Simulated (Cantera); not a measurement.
**Reactions in the system C-N-O-Ta**

Cantera with NASA thermochemical tables; ideal gases at 1 bar, condensed phases pure. Values are per mole of reaction as written; species without (g) are pure solids or liquids, kept so even where they would boil at 1 bar. TaC: taken at fixed stoichiometry.

TaC + 4 NO(g) → 4 N(g) + CO2(g) + TaO2(g)

```json
[
 {"T (K)": "798", "ΔH° (kJ)": "1080.7", "ΔS° (J/K)": "232.3", "ΔG° (kJ)": "895.3", "log10 K": "-58.61"},
 {"T (K)": "848", "ΔH° (kJ)": "1081.1", "ΔS° (J/K)": "232.8", "ΔG° (kJ)": "883.7", "log10 K": "-54.43"},
 {"T (K)": "898", "ΔH° (kJ)": "1081.5", "ΔS° (J/K)": "233.2", "ΔG° (kJ)": "872.1", "log10 K": "-50.73"},
 {"T (K)": "948", "ΔH° (kJ)": "1081.9", "ΔS° (J/K)": "233.6", "ΔG° (kJ)": "860.4", "log10 K": "-47.41"},
 {"T (K)": "998", "ΔH° (kJ)": "1082.2", "ΔS° (J/K)": "234.0", "ΔG° (kJ)": "848.7", "log10 K": "-44.42"},
 {"T (K)": "1048", "ΔH° (kJ)": "1082.5", "ΔS° (J/K)": "234.3", "ΔG° (kJ)": "837.0", "log10 K": "-41.72"},
 {"T (K)": "1098", "ΔH° (kJ)": "1082.8", "ΔS° (J/K)": "234.5", "ΔG° (kJ)": "825.3", "log10 K": "-39.26"},
 {"T (K)": "1148", "ΔH° (kJ)": "1083.0", "ΔS° (J/K)": "234.7", "ΔG° (kJ)": "813.5", "log10 K": "-37.02"},
 {"T (K)": "1198", "ΔH° (kJ)": "1083.2", "ΔS° (J/K)": "234.9", "ΔG° (kJ)": "801.8", "log10 K": "-34.96"}
]
```
